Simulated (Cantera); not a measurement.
Mixture: CH4 : H2 : O2 : N2 = 1 : 0.16 : 4.22 : 15.9 (molar parts), at 1000000 Pa, adiabatic and at constant volume. Ignition delay is the time to a rise of 400 K.

Model: GRI-Mech 3.0 (53 species, 325 reactions), integrated in Cantera.

### Question
Predict: delay at 1225 K; delay at 1375 K; delay at 1525 K; delay at 1675 K; delay at 1825 K; apparent activation energy between 1750 and 1900 K.

### Answer
- delay at 1225 K = 0.727 ms
- delay at 1375 K = 0.193 ms
- delay at 1525 K = 60.3 µs
- delay at 1675 K = 21.7 µs
- delay at 1825 K = 8.97 µs
- apparent activation energy between 1750 and 1900 K = 150 kJ/mol
